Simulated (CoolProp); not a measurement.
A Linde-Hampson liquefier for nitrogen: isothermal reversible compression at 230 K from 1 atm to 25 MPa, throttling to 1 atm, return gas leaving the recuperator 2 K below the feed. Each further row changes one setting.

Computed with CoolProp (reference Helmholtz-energy equation of state, Span 2000).

```tsv
case	liquid yield per pass	compression work (kJ/kg of gas)
as stated	(withheld)	366
high pressure 50 MPa	(withheld)	423
warm-end temperature 260 K	(withheld)	(withheld)
warm-end gap 7 K	(withheld)	366
```

### Question
What belongs in the gaps?

### Answer

- as stated, liquid yield per pass: 0.172
- high pressure 50 MPa, liquid yield per pass: 0.179
- warm-end temperature 260 K, liquid yield per pass: 0.122
- warm-end temperature 260 K, compression work (kJ/kg of gas): 421
- warm-end gap 7 K, liquid yield per pass: 0.160
